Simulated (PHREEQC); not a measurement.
Solution (25 °C): 3.8 mmol/kgw Na2SeO4 and 4.3 mmol/kgw H2SO4. Closed to the air; pH follows from the charge balance.

The numbers come from PHREEQC with the ion-association model, wateq4f.dat.

Each row changes one thing in this solution. No solid was allowed to form.

```tsv
case	pH	ionic strength (mol/kgw)	SeO4-2 (mol/kgw)	HSeO4- (mol/kgw)
as made	2.22	0.0206	0.00321	0.000585
H2SO4 left out	?	?	0.00380	?
Na2SeO4 from 0.0038 to 0.038 mol/kgw	2.39	0.119	0.0350	0.00301
H2SO4 replaced by (NH4)2SO4 at the same molality	5.78	?	0.00380	?
temperature from 25 to 35 °C	2.24	0.0200	0.00310	0.000704
```

### Question
Some entries are withheld; supply them.

### Answer

- H2SO4 left out, pH: 7.02
- H2SO4 left out, ionic strength (mol/kgw): 0.0114
- H2SO4 left out, HSeO4- (mol/kgw): 1.20e-8
- H2SO4 replaced by (NH4)2SO4 at the same molality, ionic strength (mol/kgw): 0.0237
- H2SO4 replaced by (NH4)2SO4 at the same molality, HSeO4- (mol/kgw): 1.85e-7
